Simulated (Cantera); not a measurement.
A closed system holds: 1 mol Fe2O3, a varied amount of Cl2, 0.2 mol N2, 0.2 mol HCl, held at 1525 K and 48.8 Torr.

Equilibrium computed with Cantera from the NASA thermochemical tables; the gas is ideal and each condensed phase is pure. Candidate condensed phases: Fe, FeCl2, FeCl3, FeO, Fe(OH)2, Fe(OH)3, Fe2O3, Fe3O4, H2O, NH4Cl; 37 gas species. Mutual solubility and eutectic melting of coexisting phases are not modelled. Rates play no part.

Q: What share of the Fe ends up in condensed phases as a function of n(Cl2) (mol), at 0.028, 0.042, 0.063, 0.095, 0.14, 0.22, 0.32, 0.49, 0.74, 1.1?

A: 
```tsv
n(Cl2) (mol)	Fe condensed (%)	as
0.028	97.9	Fe2O3(s) + Fe3O4(s)
0.042	97.4	Fe2O3(s) + Fe3O4(s)
0.063	96.7	Fe2O3(s) + Fe3O4(s)
0.095	95.5	Fe2O3(s) + Fe3O4(s)
0.14	93.7	Fe2O3(s) + Fe3O4(s)
0.22	90.5	Fe2O3(s)
0.32	86.6	Fe2O3(s)
0.49	79.9	Fe2O3(s)
0.74	70.1	Fe2O3(s)
1.1	55.9	Fe2O3(s)
```
